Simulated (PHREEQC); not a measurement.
**Leach liquor**

A solution holds 0.14 mol/kgw H2SO4, 0.0031 mol/kgw Li2SO4 and 0.001 mol/kgw Na2SO4, at 5 °C. Closed to the air; pH follows from the charge balance.

The numbers come from PHREEQC with the Pitzer model, pitzer.dat.

This is a speciation only: nothing precipitates in the calculation.

### Question
Estimate the pH.

### Answer
pH 0.85.

### Question
In which forms is S present?

### Answer
HSO4- 64 %, SO4-2 36 % of the S.

Constants without temperature data keep their 25 °C values here.
